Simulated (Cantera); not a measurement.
An adiabatic, constant-pressure homogeneous reactor starts with CH4 : C2H6 : C3H8 : O2 : N2 = 1 : 0.28 : 0.71 : 17.6 : 66.4 (molar parts), at 1750 K and 6.00 bar.

Model: GRI-Mech 3.0 (53 species, 325 reactions), integrated in Cantera. GRI-Mech 3.0 was tuned for natural gas; its chemistry of propane as a main component is partial and can be far from experiment.

Task: Predict: time of steepest temperature rise; temperature at 0.600 s; equilibrium temperature; x(O2) at 0.600 s.

Result: 
```
Item                                                            Result
---------------------------------  -----------------------------------
time of steepest temperature rise                              4.92 µs
temperature at 0.600 s                                          2463 K
equilibrium temperature                                         2463 K
x(O2) at 0.600 s                   0.118 (gas-phase equilibrium 0.118)
```
